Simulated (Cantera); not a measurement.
An adiabatic, constant-pressure homogeneous reactor starts with CH₄ : C₂H₆ : O₂ : N₂ : H₂O = 1 : 0.095 : 4.4 : 16.5 : 3 (molar parts), equivalence ratio 0.53, at 1348 K and 6.71 atm.

Detailed kinetics in Cantera: GRI-Mech 3.0 (53 species, 325 reactions).

One state of this run: T (K) = 2246; x CH₄ = <1e-12; x C₂H₆ = <1e-12; x O₂ = 0.0778; x CH₂CO = <1e-12; x CH₂ = <1e-12. x: mole fraction; the columns are a selection and need not sum to one.

### Question
Which value of t (s) does it belong to?
(A) 0.000168
(B) 2.85e-5
(C) 0.200
(D) 4.85e-6

### Answer
C, 0.200
